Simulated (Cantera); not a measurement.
Charge: 1 mol SO2, held at 1.00 bar.

Equilibrium computed with Cantera from the NASA thermochemical tables; the gas is ideal and each condensed phase is pure. Candidate condensed phases: S; 10 gas species. Kinetics and transport are ignored.

Problem. At 2200 °C, list the 6 most abundant gas species with their mole fractions, and the condensed phases.

Solution. SO2 0.946, SO 0.0346, O2 0.0169, O 0.00165, S 0.000323, SO3 0.000238. Condensed: gas only.
